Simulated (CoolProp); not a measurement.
Oxygen at 298.15 K and 7.14 MPa is throttled through a valve to 1.58 MPa with no heat exchange. Each further row changes one setting.

Model: reference Helmholtz-energy equation of state, Schmidt 1985, in CoolProp.

```tsv
case	temperature change (K)	final density (kg/m³)
as stated	___	___
outlet pressure 0.474 MPa	-17.5	___
outlet pressure 2.05 MPa	___	___
```

Task: Fill in the missing entries.

Result: 
- as stated, temperature change (K): -14.2
- as stated, final density (kg/m³): 21.7
- outlet pressure 0.474 MPa, final density (kg/m³): 6.53
- outlet pressure 2.05 MPa, temperature change (K): -12.9
- outlet pressure 2.05 MPa, final density (kg/m³): 28.1
